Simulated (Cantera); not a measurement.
What does this Cantera script print?

```python
import numpy as np
import cantera as ct

gas_names = """
    CL CLO CL2 Fe FeCL FeCL2 FeCL3 FeO Fe2CL4 Fe2CL6 O O2 O3
""".split()
cond_names = """
    Fe(a) Fe(c) Fe(d) Fe(L) FeCL2(s) FeCL2(L) FeCL3(s) FeCL3(L) FeO(s) FeO(L) Fe2O3(s) Fe3O4(s)
""".split()


# ... load() reads the species with a 1 bar reference pressure and builds the phases ...
atoms = {
    'Fe2O3': {'Fe': 2, 'O': 3},
    'Cl2': {'CL': 2},
}
top_T = {'Fe2O3(s)': 1830, 'Fe3O4(s)': 1870}  # K; cautious upper limits of use, not melting points


# ... equilibrate(T, P, feed) seeds the gas with the atoms and calls Mixture.equilibrate('TP', solver="vcs", rtol=1e-11, max_steps=5000) ...
results = []
feed = {'Fe2O3': 1, 'Cl2': 0.011}  # mol
P = 1333.22  # Pa
for T in [1450, 1475, 1500, 1525, 1550, 1575, 1600, 1625, 1650]:
    mix = equilibrate(T, P, feed)
    results.append((T, P, feed, dict(zip(mix.species_names, mix.species_moles))))
    x = sorted(zip(gas.X, gas.species_names), reverse=True)
    print(f"T = {T:g} K  P = {P:g} Pa  gas = {mix.phase_moles(0):.4g} mol")
    print("   x: " + "  ".join(f"{s} {v:.3e}" for v, s in x if v > 0.0001))
    print("   condensed (mol): " + ("  ".join(f"{mix.phase(i).name} {mix.phase_moles(i):.4g}"
          for i in range(1, mix.n_phases) if mix.phase_moles(i) > 1e-12) or "none"))
```

It prints:

```
T = 1450 K  P = 1333.22 Pa  gas = 0.01787 mol
   x: FeCL2 4.389e-01  O2 3.698e-01  CL 8.302e-02  CL2 5.399e-02  FeCL3 5.394e-02  CLO 1.531e-04  Fe2CL4 1.489e-04
   condensed (mol): Fe2O3(s) 0.9956
T = 1475 K  P = 1333.22 Pa  gas = 0.01823 mol
   x: FeCL2 4.578e-01  O2 3.746e-01  CL 8.549e-02  FeCL3 4.158e-02  CL2 4.020e-02  CLO 1.535e-04  Fe2CL4 1.331e-04
   condensed (mol): Fe2O3(s) 0.9954
T = 1500 K  P = 1333.22 Pa  gas = 0.01918 mol
   x: FeCL2 4.537e-01  O2 3.981e-01  CL 8.741e-02  FeCL3 3.057e-02  CL2 2.985e-02  CLO 1.566e-04  Fe2CL4 1.082e-04
   condensed (mol): Fe2O3(s) 0.9913  Fe3O4(s) 0.002674
T = 1525 K  P = 1333.22 Pa  gas = 0.04704 mol
   x: O2 7.351e-01  FeCL2 1.759e-01  CL 6.876e-02  CL2 1.326e-02  FeCL3 6.835e-03  CLO 1.622e-04
   condensed (mol): Fe2O3(s) 0.8269  Fe3O4(s) 0.1125
T = 1550 K  P = 1333.22 Pa  gas = 0.1857 mol
   x: O2 9.232e-01  FeCL2 3.802e-02  CL 3.551e-02  CL2 2.567e-03  FeCL3 5.651e-04
   condensed (mol): Fe3O4(s) 0.6643
T = 1575 K  P = 1333.22 Pa  gas = 0.1858 mol
   x: O2 9.226e-01  FeCL2 3.819e-02  CL 3.661e-02  CL2 2.000e-03  FeCL3 4.374e-04
   condensed (mol): Fe3O4(s) 0.6643
T = 1600 K  P = 1333.22 Pa  gas = 0.1859 mol
   x: O2 9.220e-01  FeCL2 3.822e-02  CL 3.765e-02  CL2 1.565e-03  FeCL3 3.395e-04  O 1.206e-04
   condensed (mol): Fe3O4(s) 0.6643
T = 1625 K  P = 1333.22 Pa  gas = 0.186 mol
   x: O2 9.215e-01  CL 3.864e-02  FeCL2 3.814e-02  CL2 1.231e-03  FeCL3 2.646e-04  O 1.618e-04
   condensed (mol): Fe3O4(s) 0.6643
T = 1650 K  P = 1333.22 Pa  gas = 0.1861 mol
   x: O2 9.209e-01  CL 3.960e-02  FeCL2 3.798e-02  CL2 9.739e-04  O 2.152e-04  FeCL3 2.071e-04
   condensed (mol): Fe3O4(s) 0.6643
```

Method: chemical equilibrium by Gibbs-energy minimisation in Cantera with the NASA 1993 tables (ideal gas, pure condensed phases). Mutual solubility and eutectic melting of coexisting phases are not modelled.
